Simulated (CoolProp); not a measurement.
Model: reference Helmholtz-energy equation of state, Schmidt 1985, in CoolProp.

Task: For oxygen, give the phase and the density (kg/m³), cp (kJ/(kg K)), cv (kJ/(kg K)), isothermal compressibility (1/MPa) at -175.85 °C and 22.4 MPa; -175.85 °C and 39.2 MPa; -175.85 °C and 44.9 MPa.

Result: 
- -175.85 °C and 22.4 MPa: liquid; density 1150, cp 1.62, cv 0.944, isothermal compressibility 0.00164
- -175.85 °C and 39.2 MPa: liquid; density 1180, cp 1.58, cv 0.968, isothermal compressibility 0.00134
- -175.85 °C and 44.9 MPa: liquid; density 1190, cp 1.57, cv 0.975, isothermal compressibility 0.00127
